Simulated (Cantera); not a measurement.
A freely propagating, adiabatic, planar premixed flame of CO : H2 : CH4 : O2 : N2 = 1 : 0.18 : 0.49 : 1.71 : 6.42 (molar parts), equivalence ratio 0.92, unburnt at 525 K and 9.87 atm; mixture-averaged transport, grid criteria slope 0.08 and curve 0.16, no radiation.

Cantera simulation using GRI-Mech 3.0 (53 species, 325 reactions); the numbers are that mechanism's predictions, not measurements. Burning velocities carry a grid error of a few per cent, more on coarse grids.

Task: Predict: laminar burning velocity; thermal thickness; peak x(HO2).

Result: 
```
Quantity                     Result
------------------------  ---------
laminar burning velocity  60.5 cm/s
thermal thickness         0.0550 mm
peak x(HO2)                0.000390
```
